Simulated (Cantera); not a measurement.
Input (Python, Cantera):

```python
import numpy as np
import cantera as ct

gas = ct.Solution("gri30.yaml")
gas.TPX = 1375, 190, {'H2': 0.011, 'O2': 1}
reactor = ct.IdealGasConstPressureReactor(gas, energy="off", clone=False)
net = ct.ReactorNet([reactor])
net.rtol, net.atol = 1e-08, 1e-18
show = ['H2', 'O2', 'H2O', 'OH', 'O', 'H', 'HO2']
times = np.geomspace(2e-06, 4, 15)

steps = ct.SolutionArray(gas, extra=["t"])
rows = []
print(f"{'t/s':>10s}{'T/K':>9s}{'P/Pa':>11s}" + "".join(f"{s:>11s}" for s in show))
for t in times:
    while net.time < t:
        t_next = net.step()
        steps.append(gas.state, t=t_next)
    rows.append([np.interp(t, steps.t, y) for y in (steps.T, steps.P, *steps(*show).X.T)])
    print(f"{t:10.3e}{rows[-1][0]:9.1f}{rows[-1][1]:11.4g}" + "".join(f"{x:11.3e}" for x in rows[-1][2:]))
rate = np.gradient(steps.T, steps.t)
print("integrator steps:", len(steps.t))
if steps.T.max() > steps.T[0] + 200:
    print(f"time of steepest temperature rise: {steps.t[rate.argmax()]:.4e} s")
gas.TPX = 1375, 190, {'H2': 0.011, 'O2': 1}
gas.equilibrate("TP")
print(f"equilibrium (TP): T = {gas.T:.1f} K  " + "  ".join(f"{s} {gas[s].X[0]:.3e}" for s in show))
```

It prints:

```
       t/s      T/K       P/Pa         H2         O2        H2O         OH          O          H        HO2
 2.000e-06   1375.0        190  1.088e-02  9.891e-01  1.433e-16  3.389e-13  3.390e-13  5.008e-11  5.042e-11
 5.638e-06   1375.0        190  1.088e-02  9.891e-01  3.089e-15  2.659e-12  2.660e-12  1.395e-10  1.421e-10
 1.589e-05   1375.0        190  1.088e-02  9.891e-01  6.750e-14  2.058e-11  2.060e-11  3.801e-10  4.006e-10
 4.480e-05   1375.0        190  1.088e-02  9.891e-01  1.430e-12  1.529e-10  1.533e-10  9.774e-10  1.129e-09
 1.263e-04   1375.0        190  1.088e-02  9.891e-01  2.819e-11  1.024e-09  1.033e-09  2.179e-09  3.183e-09
 3.560e-04   1375.0        190  1.088e-02  9.891e-01  4.635e-10  5.520e-09  5.658e-09  3.781e-09  8.971e-09
 1.003e-03   1375.0        190  1.088e-02  9.891e-01  6.022e-09  2.354e-08  2.519e-08  6.138e-09  2.528e-08
 2.828e-03   1375.0        190  1.088e-02  9.891e-01  7.540e-08  1.129e-07  1.300e-07  1.686e-08  7.116e-08
 7.973e-03   1375.0        190  1.088e-02  9.891e-01  1.910e-06  1.585e-06  1.917e-06  1.951e-07  1.996e-07
 2.247e-02   1375.0        190  9.048e-03  9.874e-01  1.321e-03  9.004e-04  1.199e-03  1.218e-04  1.560e-07
 6.335e-02   1375.0        190  4.816e-05  9.787e-01  9.967e-03  1.373e-03  9.579e-03  3.589e-04  7.079e-08
 1.786e-01   1375.0        190  4.669e-05  9.787e-01  9.976e-03  1.362e-03  9.522e-03  3.539e-04  7.031e-08
 5.034e-01   1375.0        190  4.588e-05  9.789e-01  9.989e-03  1.350e-03  9.347e-03  3.443e-04  6.971e-08
 1.419e+00   1375.0        190  4.370e-05  9.794e-01  1.002e-02  1.318e-03  8.878e-03  3.191e-04  6.806e-08
 4.000e+00   1375.0        190  3.830e-05  9.806e-01  1.011e-02  1.235e-03  7.727e-03  2.598e-04  6.373e-08
integrator steps: 579
equilibrium (TP): T = 1375.0 K  H2 7.750e-08  O2 9.890e-01  H2O 1.091e-02  OH 5.581e-05  O 1.462e-05  H 2.203e-08  HO2 1.618e-08
```

Computed with Cantera and GRI-Mech 3.0 (53 species, 325 reactions). Radical loss at walls, strong at low pressure, is not modelled.
